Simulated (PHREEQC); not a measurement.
A solution holds 0.048 mol/kgw ZnCl2, 0.0073 mol/kgw KCl and 0.012 mol/kgw MnSO4, at 25 °C and 10 atm. Closed to the air; pH follows from the charge balance.

Equilibrium calculation in PHREEQC: ion-association model, phreeqc.dat.

Each row changes one thing in this solution. Precipitation was switched off in this run.

```
case                                            pH  ionic strength (mol/kgw)  Cl- (mol/kgw)  MnCl+ (mol/kgw)  MnSO4 (mol/kgw)  MnCl2 (mol/kgw)  SI of Pyrochroite (Mn(OH)2)
--------------------------------------------  ----  ------------------------  -------------  ---------------  ---------------  ---------------  ---------------------------
as made                                       5.25                     0.165         0.0982          0.00131         0.000995          2.88e-5                        -7.18
KCl from 0.0073 to 0.0365 mol/kgw             5.23                     0.193          0.126          0.00157         0.000907          4.28e-5                        -7.24
ZnCl2 replaced by MgCl2 at the same molality  6.43                     0.170          0.102          0.00134         0.000937          3.05e-5                        -4.81
KCl left out                                  5.25                     0.158         0.0912          0.00124          0.00102          2.56e-5                        -7.16
0.035 mol/kgw CdCl2 added                     5.20                     0.204          0.132          0.00161         0.000848          4.51e-5                        -7.31
```
